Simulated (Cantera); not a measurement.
Mixture: CH3OH : O2 : N2 = 1 : 1 : 3.76 (molar parts), at 15.0 bar, adiabatic and at constant pressure. Ignition delay is the time to a rise of 400 K.

Cantera simulation using GRI-Mech 3.0 (53 species, 325 reactions); the numbers are that mechanism's predictions, not measurements. GRI-Mech 3.0 was tuned for natural gas; its chemistry of methanol as a main component is partial and can be far from experiment. The pressure lies above the range GRI-Mech 3.0 was tuned for (to about 10 atm).

Q: Predict: delay at 1123 K; delay at 1223 K; delay at 1323 K; delay at 1423 K; delay at 1523 K; delay at 1623 K; apparent activation energy between 1423 and 1623 K.

A: 
| Property | Value |
|---|---|
| delay at 1123 K | 4.11 ms |
| delay at 1223 K | 0.695 ms |
| delay at 1323 K | 0.157 ms |
| delay at 1423 K | 44.9 µs |
| delay at 1523 K | 15.9 µs |
| delay at 1623 K | 6.64 µs |
| apparent activation energy between 1423 and 1623 K | 180 kJ/mol |
